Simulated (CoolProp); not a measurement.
Vapour-liquid equilibrium of carbon dioxide (1) + CH2F2 (R32) (2) at 231 K; x and y are mole fractions of (1).

Model: multi-fluid Helmholtz-energy mixture model, Span 1996 and Tillner-Roth 1997; pair parameters Bell 2016, in CoolProp.

| x | bubble pressure, mixture model (kPa) | bubble pressure, Raoult's law (kPa) | y, mixture model | y, Raoult's law |
|---|---|---|---|---|
| 0.05 | 200.3 | 199.1 | … | 0.233 |
| 0.2 | 319.5 | 314.1 | … | 0.590 |
| 0.35 | 436.9 | 429.0 | 0.740 | 0.756 |
| 0.5 | 551.2 | 544.0 | 0.834 | 0.852 |
| 0.65 | 662.7 | 659.0 | … | 0.915 |
| 0.8 | 773.6 | 774.0 | 0.946 | 0.958 |
| 0.95 | … | 889.0 | 0.987 | 0.991 |

Complete the blanks.


- 0.05, y, mixture model: 0.228
- 0.2, y, mixture model: 0.578
- 0.65, y, mixture model: 0.898
- 0.95, bubble pressure, mixture model (kPa): 887.7

The largest gap from Raoult's law is +1.8 % in bubble pressure, at x = 0.35. No azeotrope shows between x = 0.05 and 0.95.

Pair parameters are fitted to limited data, so mixtures are less certain than the pure fluids.
